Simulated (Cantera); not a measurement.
## SiH4 + C3H8 + H2 (silicon carbide growth)

Feed: 1 mol SiH4, a varied amount of C3H8, 120 mol H2, at 1527 °C and 480 Pa.

These are equilibrium values from Cantera (NASA tables, ideal gas, pure condensed phases), not measurements of a reactor. Candidate condensed phases: C, C6H6, C7H8, C8H18, Si, SiC; 87 gas species. Mutual solubility and eutectic melting of coexisting phases are not modelled. Gases not in the tables: Si2H6 and higher silanes. Kinetics and transport are ignored.

```tsv
n(C3H8) (mol)	x H2	x H	x Si	x C2H2 (acetylene)	n Si(l)	n SiC(s)	n C(graphite)
0.11	0.994	0.00515	0.000662	1.01e-7	0.577	0.329	0
0.2	0.994	0.00515	0.000662	1.01e-7	0.306	0.599	0
0.3	0.994	0.00515	0.000662	1.01e-7	0.00593	0.899	0
0.39	0.995	0.00515	1.59e-5	0.000174	0	0.998	0.128
0.49	0.995	0.00515	1.59e-5	0.000174	0	0.998	0.428
0.58	0.995	0.00515	1.59e-5	0.000174	0	0.998	0.698
0.68	0.995	0.00515	1.59e-5	0.000174	0	0.998	0.998
0.77	0.995	0.00515	1.59e-5	0.000174	0	0.998	1.27
0.87	0.995	0.00515	1.59e-5	0.000174	0	0.998	1.57
0.96	0.995	0.00515	1.59e-5	0.000174	0	0.998	1.84
```
x: gas mole fraction; n: condensed amount in mol.

From 0.11 mol C3H8 to 0.3 mol C3H8 the condensed part is Si(l) + SiC(s). From 0.39 mol C3H8 to 0.96 mol C3H8 the condensed part is C(graphite) + SiC(s). The main Si-bearing gas is Si throughout.
